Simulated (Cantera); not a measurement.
Feed: 1 mol SiH2Cl2, 1.1 mol NO, at 1223 K and 0.350 bar.

Equilibrium computed with Cantera from the NASA thermochemical tables; the gas is ideal and each condensed phase is pure. Candidate condensed phases: H2O, NH4Cl, Si, SiO2, Si2N2O, Si3N4; 47 gas species. Mutual solubility and eutectic melting of coexisting phases are not modelled. The tables' values for SiCl3 are old estimates; treat these amounts as uncertain. The tables hold silica as quartz up to 1696 K and as liquid above; real silica turns to tridymite and cristobalite and melts near 1996 K. The numbers say what is thermodynamically allowed, not how fast it happens.

Base state: HCl 0.722, N2 0.143, H2 0.0901, SiCl4 0.0448, SiCl3 0.000175, SiHCl3 0.000173, H2O 1.23e-5 (mole fractions); condensed: SiO2(β-quartz) + Si2N2O(s).

Task: What changes in the equilibrium state with this change: SiH2Cl2 replaced by SiF4?

Result: 
```tsv
species	before	after
SiF4	0	0.476
O2	<1e-9	0.262
N2	0.143	0.262
HCl	0.722	0
H2	0.0901	0
SiCl4	0.0448	0
SiCl3	0.000175	0
SiHCl3	0.000173	0
SiO2(β-quartz), mol	0.433	0
Si2N2O(s), mol	0.233	0
```

Task: What changes in the equilibrium state with this change: temperature from 1223 K to 2075 K?

Result: 
```json
[
 {"species": "HCl", "before": "0.722", "after": "0.503"},
 {"species": "N2", "before": "0.143", "after": "0.182"},
 {"species": "SiO", "before": "1.83e-9", "after": "0.159"},
 {"species": "SiCl2", "before": "5.44e-6", "after": "0.0565"},
 {"species": "SiCl3", "before": "0.000175", "after": "0.0107"},
 {"species": "SiCl4", "before": "0.0448", "after": "0.00207"},
 {"species": "H2", "before": "0.0901", "after": "0.0789"},
 {"species": "SiCl", "before": "<1e-9", "after": "5.19e-5"},
 {"species": "H", "before": "1.53e-7", "after": "0.00126"},
 {"species": "Cl", "before": "1.05e-6", "after": "0.00595"},
 {"species": "SiO2(β-quartz), mol", "before": "0.433", "after": "0"},
 {"species": "Si2N2O(s), mol", "before": "0.233", "after": "0"},
 {"species": "SiO2(l), mol", "before": "0", "after": "0.309"}
]
```
The tables' values for SiCl3, SiCl are old estimates; treat these amounts as uncertain.
